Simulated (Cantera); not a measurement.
Charge: 1 mol Si2H6, 20 mol N2O, 8.2 mol H2, at 1498.15 K and 0.000110 bar.

Equilibrium computed with Cantera from the NASA thermochemical tables; the gas is ideal and each condensed phase is pure. Candidate condensed phases: H2O, Si, SiO2, Si2N2O, Si3N4; 35 gas species. The feed counts by its element totals alone. The tables hold silica as quartz up to 1696 K and as liquid above; real silica turns to tridymite and cristobalite and melts near 1996 K. The numbers say what is thermodynamically allowed, not how fast it happens.

Base state: N2 0.595, H2O 0.332, O2 0.0709, OH 0.00104, NO 0.000612, H2 0.000220, O 0.000100, H 2.43e-5 (mole fractions); condensed: SiO2(β-quartz).

### Question
What changes in the equilibrium state with this change: pressure from 0.000110 bar to 0.0840 bar?

### Answer
```tsv
species	before	after
N2	0.595	0.595
H2O	0.332	0.333
O2	0.0709	0.0711
OH	0.00104	0.000199
H	2.43e-5	1.68e-7
H2	0.000220	7.96e-6
O	0.000100	3.64e-6
NO	0.000612	0.000613
SiO2(β-quartz), mol	2.00	2.00
```
Gases not in the tables: Si(OH)4.
